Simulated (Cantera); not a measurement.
An isothermal, constant-pressure homogeneous reactor starts with CH₄ : H₂ = 1 : 6 (molar parts), at 1750 K and 100.0 Torr.

Detailed kinetics in Cantera: GRI-Mech 3.0 (53 species, 325 reactions). GRI-Mech 3.0 stops at C3 and has no aromatics, soot or wall deposition, so with more carbon than oxygen in the feed, carbon stays in small species such as C2H2 where larger ones or solid carbon would form.

x: mole fraction; the columns are a selection and need not sum to one.

```tsv
t (s)	x CH₄	x H₂	x C₂H	x CH₃	x C₂H₆
3.00e-6	0.143	0.857	<1e-12	3.31e-6	4.21e-12
1.05e-5	0.143	0.857	<1e-12	1.27e-5	2.41e-10
3.67e-5	0.143	0.857	<1e-12	4.56e-5	[?]
0.000128	0.143	0.857	<1e-12	0.000160	[?]
0.000448	0.142	0.857	1.52e-12	0.000536	[?]
0.00157	0.140	0.858	7.68e-10	0.00130	5.59e-5
0.00548	0.128	0.864	1.72e-8	0.00138	6.00e-5
0.0191	0.0992	0.881	6.91e-8	0.00110	[?]
0.0669	0.0536	0.906	1.59e-7	0.000636	[?]
0.234	0.0192	0.926	2.39e-7	0.000246	[?]
0.818	0.00591	0.934	2.75e-7	7.85e-5	[?]
2.86	0.00272	0.935	2.85e-7	3.65e-5	[?]
10.0	0.00252	0.935	2.85e-7	3.38e-5	[?]
```

### Question
What belongs in the gaps?

### Answer

- 3.67e-5, x C₂H₆: 1.13e-8
- 0.000128, x C₂H₆: 4.15e-7
- 0.000448, x C₂H₆: 9.17e-6
- 0.0191, x C₂H₆: 3.75e-5
- 0.0669, x C₂H₆: 1.20e-5
- 0.234, x C₂H₆: 1.74e-6
- 0.818, x C₂H₆: 1.92e-7
- 2.86, x C₂H₆: 5.86e-8
- 10.0, x C₂H₆: 5.34e-8
